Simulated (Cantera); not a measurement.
An isothermal, constant-pressure homogeneous reactor starts with C₂H₆ : N₂ = 1 : 2.9 (molar parts), at 1525 K and 100.0 Torr. Integrator tolerance rtol = 1e-08.

Cantera simulation using GRI-Mech 3.0 (53 species, 325 reactions); the numbers are that mechanism's predictions, not measurements. GRI-Mech 3.0 stops at C3 and has no aromatics, soot or wall deposition, so with more carbon than oxygen in the feed, carbon stays in small species such as C2H2 where larger ones or solid carbon would form.

```tsv
quantity	before	after
x(C₂H₆) at 4.00 s	4.37e-6 (gas-phase equilibrium 3.43e-7)	2.35e-6 (gas-phase equilibrium 4.94e-8)
x(H) at 4.00 s	2.98e-5 (gas-phase equilibrium 3.76e-5)	2.21e-5 (gas-phase equilibrium 2.84e-5)
x(C₂H₂) at 4.00 s	0.159 (gas-phase equilibrium 0.111)	0.0889 (gas-phase equilibrium 0.0492)
x(HCN) at 4.00 s	9.67e-8 (gas-phase equilibrium 0.112)	2.66e-7 (gas-phase equilibrium 0.0916)
x(C₂H₄) at 4.00 s	0.00147 (gas-phase equilibrium 0.00108)	0.000475 (gas-phase equilibrium 0.000273)
x(CH₄) at 4.00 s	0.0293 (gas-phase equilibrium 0.00551)	0.0160 (gas-phase equilibrium 0.00158)
x(CH₃) at 4.00 s	5.82e-5 (gas-phase equilibrium 1.26e-5)	4.20e-5 (gas-phase equilibrium 4.80e-6)
```

Question: Which change was made?
(A) pressure from 100.0 Torr to 135 Torr
(B) temperature 1525 to 1323 K
(C) N2 2.9 to 2.2 parts
(D) C2H6 1 to 0.39 parts

Answer: D, C2H6 1 to 0.39 parts
